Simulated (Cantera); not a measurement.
A freely propagating, adiabatic, planar premixed flame of H2 : O2 : N2 = 1 : 0.943 : 3.55 (molar parts), equivalence ratio 0.53, unburnt at 525 K and 0.306 atm; mixture-averaged transport, grid criteria slope 0.08 and curve 0.16, no radiation.

Computed with Cantera and the H2/O2 subset of GRI-Mech 3.0, which has no nitrogen chemistry. Burning velocities carry a grid error of a few per cent, more on coarse grids. Lean hydrogen flames are cellular in practice and burn faster than this planar one.

Question: What does this change do: O2 0.943 to 1.2 parts?

Answer: 
```csv
quantity,before,after
laminar burning velocity,281 cm/s,263 cm/s
thermal thickness,1.83 mm,1.66 mm
peak x(H2O2),1.12e-5,1.34e-5
peak x(H),0.0229,0.0178
peak x(O),0.0118,0.0123
```
